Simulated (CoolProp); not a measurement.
Properties of propylene along the isotherm 315.4 K (Tc = 364.2 K, pc = 4.555 MPa, ω = 0.146).

Values from CoolProp's reference Helmholtz-energy equation of state, Lemmon 2013.

```tsv
p (MPa)	phase	cv (kJ/(kg K))	Joule-Thomson coefficient (K/MPa)	isothermal compressibility (1/MPa)	viscosity (µPa s)
2.53	liquid	1.606	0.2839	0.01018	82.1
5.06	liquid	1.600	0.1315	0.007943	86.9
7.59	liquid	1.598	0.02950	0.006582	91.2
10.1	liquid	1.597	-0.04439	0.005661	95.1
12.7	liquid	1.597	-0.1031	0.004965	98.8
15.2	liquid	1.598	-0.1481	0.004452	102
17.7	liquid	1.599	-0.1851	0.004043	106
20.2	liquid	1.601	-0.2162	0.003708	109
22.8	liquid	1.602	-0.2436	0.003419	112
```

Viscosity comes from a separate model (Huber 2003), an estimate that may be off by 10 % or more.
